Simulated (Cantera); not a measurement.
An adiabatic, constant-volume homogeneous reactor starts with CH4 : O2 : N2 = 1 : 0.952 : 3.58 (molar parts), equivalence ratio 2.1, at 1650 K and 975 Torr.

Computed with Cantera and GRI-Mech 3.0 (53 species, 325 reactions).

One state of this run: T (K) = 2804; P (bar) = 2.66; x CH4 = 4.38e-11; x O2 = 8.79e-5; x HCN = 3.31e-7; x CH2 = 2.06e-11; x H2 = 0.170; x OH = 0.00409. x: mole fraction; the columns are a selection and need not sum to one.

Which value of t (s) does it belong to?
A) 1.55e-5
B) 5.00e-6
C) 0.0418
D) 0.000148

C, 0.0418
